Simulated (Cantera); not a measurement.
A freely propagating, adiabatic, planar premixed flame of CO : H2 : O2 : N2 = 1 : 0.65 : 1.06 : 3 (molar parts), equivalence ratio 0.78, unburnt at 575 K and 105 Torr; mixture-averaged transport, grid criteria slope 0.08 and curve 0.16, no radiation.

Model: GRI-Mech 3.0 (53 species, 325 reactions), integrated in Cantera. Burning velocities carry a grid error of a few per cent, more on coarse grids.

### Question
Predict: laminar burning velocity; thermal thickness.

### Answer
| Property | Value |
|---|---|
| laminar burning velocity | 340 cm/s |
| thermal thickness | 7.24 mm |
